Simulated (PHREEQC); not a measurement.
Make-up at 22 °C: 0.0053 mol Al2(SO4)3, 0.00016 mol NiCl2, 0.0016 mol NaF, 0.023 mol NaCl and 0.012 mol Ca(NO3)2 per kg of water. Closed to the air; pH follows from the charge balance.

Equilibrium calculation in PHREEQC: ion-association model, wateq4f.dat.

No solid was allowed to form.

**Question.** Order these Al species by the share of Al that they hold, largest first: AlSO4+, AlOH+2, Al(SO4)2-, Al+3, AlF+2.

**Answer.** AlSO4+ (53 %), Al+3 (27 %), AlF+2 (14 %), Al(SO4)2- (4.4 %), AlOH+2 (1.2 %)

The pH is 4.06 and the ionic strength 0.0892 mol/kgw. Saturation is exceeded, for instance for Basaluminite, Gibbsite (slow to form); the values hold only as long as no solid forms. Fluoro complexes past AlF4- and FeF3 are missing from the database.
